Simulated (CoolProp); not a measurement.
Vapour-liquid equilibrium of carbon dioxide (1) + R227EA (2) at 0.565 MPa; x and y are mole fractions of (1).

Model: multi-fluid Helmholtz-energy mixture model, Span 1996 and Lemmon 2016; pair parameters Bell 2016, in CoolProp.

Give the bubble temperature and the first vapour's composition at x = 0.425, 0.65, 0.875. Is there an azeotrope?

x = 0.425: -31.6 °C, y = 0.937; x = 0.65: -43.3 °C, y = 0.978; x = 0.875: -51.1 °C, y = 0.995. No azeotrope shows between x = 0.05 and 0.95.

Pair parameters are fitted to limited data, so mixtures are less certain than the pure fluids.
